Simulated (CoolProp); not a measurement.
The numbers come from the reference Helmholtz-energy equation of state, Lemmon 2006 in CoolProp. It is a short technical equation, of lower accuracy than the large ones.

Q: Give the vapour pressure (MPa), liquid density (kg/m³), vapour density (kg/m³), liquid viscosity (µPa s) of saturated n-nonane at 132.15 °C.

A: 
| T (°C) | p (MPa) | liquid density (kg/m³) | vapour density (kg/m³) | liquid viscosity (µPa s) |
|---|---|---|---|---|
| 132.15 | 0.0602 | 626 | 2.39 | 240 |

Viscosity comes from a separate model (Huber 2004).
